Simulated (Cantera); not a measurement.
Input (Python, Cantera) and output of one run.

```python
import numpy as np
import cantera as ct

gas_names = """
    Cu CuF CuF2 Cu2 F F2 H HF H2 H2F2 H3F3 H4F4 H5F5 H6F6 H7F7
""".split()
cond_names = """
    Cu(cr) Cu(L) CuF2(s) CuF2(L)
""".split()


def load(file, names, dense=False):
    # The tables refer to 1 bar. Condensed volumes are neglected.
    table = {s.name: s for s in ct.Species.list_from_file(file)}
    out = []
    for n in names:
        d = dict(table[n].input_data)
        d["thermo"] = dict(d["thermo"], **{"reference-pressure": 1e5})
        if dense:
            d["equation-of-state"] = {"model": "constant-volume", "density": "1e6 g/cm^3"}
        out.append(ct.Species.from_dict(d))
    return out


gas = ct.Solution(thermo="ideal-gas", species=load("nasa_gas.yaml", gas_names))
cond = {s.name: ct.Solution(thermo="fixed-stoichiometry", species=[s], name=s.name)
        for s in load("nasa_condensed.yaml", cond_names, dense=True)}
atoms = {
    'Cu': {'Cu': 1},
    'HF': {'H': 1, 'F': 1},
    'H2': {'H': 2},
}
top_T = {}  # K; cautious upper limits of use, not melting points


def equilibrate(T, P, feed):
    n = {}
    for name, mol in feed.items():
        for a, k in atoms[name].items():
            n[a] = n.get(a, 0.0) + k * mol
    gas.TPX = T, P, n
    mass = sum(n.values()) * gas.mean_molecular_weight
    gas.equilibrate("TP")
    valid = [c for c in cond.values() if c.min_temp <= T <= top_T.get(c.name, c.max_temp)]
    mix = ct.Mixture([(gas, mass / gas.mean_molecular_weight)] + [(c, 0.0) for c in valid])
    mix.T, mix.P = T, P
    mix.equilibrate("TP", solver="vcs", rtol=1e-11, max_steps=5000)
    return mix


results = []
feed = {'Cu': 1, 'HF': 1.9, 'H2': 8.7}  # mol
P = 10000  # Pa
for T in [648, 748, 848, 948, 1048, 1148, 1248, 1348, 1448, 1548]:
    mix = equilibrate(T, P, feed)
    results.append((T, P, feed, dict(zip(mix.species_names, mix.species_moles))))

top = {s: max(r[3][s] / sum(r[3][g] for g in gas_names) for r in results) for s in gas_names}
cols = sorted((s for s in top if top[s] > 0.0001), key=lambda s: -top[s])[:7]
seen = [c for c in cond_names if any(r[3].get(c, 0) > 1e-12 for r in results)]
print("log10 of partial pressures in bar; condensed amounts in mol")
print(f"{'T/K':>10s}" + "".join(f"{s[:9]:>10s}" for s in cols + seen))
for T, P, feed, n in results:
    ng = sum(n[g] for g in gas_names)
    print(f"{T:10.4g}" + "".join(f"{np.log10(max(n[s] / ng * P / 1e5, 1e-99)):10.3f}" for s in cols)
          + "".join(f"{n.get(c, 0):10.4g}" for c in seen))
```

Output:

```
log10 of partial pressures in bar; condensed amounts in mol
       T/K        H2        HF        Cu    Cu(cr)     Cu(L)
       648    -1.086    -1.747   -20.309         1         0
       748    -1.086    -1.747   -16.693         1         0
       848    -1.086    -1.747   -13.934         1         0
       948    -1.086    -1.747   -11.763         1         0
      1048    -1.086    -1.747   -10.009         1         0
      1148    -1.086    -1.747    -8.565         1         0
      1248    -1.086    -1.747    -7.356         1         0
      1348    -1.086    -1.747    -6.329    0.9999         0
      1448    -1.086    -1.747    -5.479         0    0.9996
      1548    -1.086    -1.747    -4.745         0    0.9979
```

Equilibrium computed with Cantera from the NASA thermochemical tables; the gas is ideal and each condensed phase is pure.
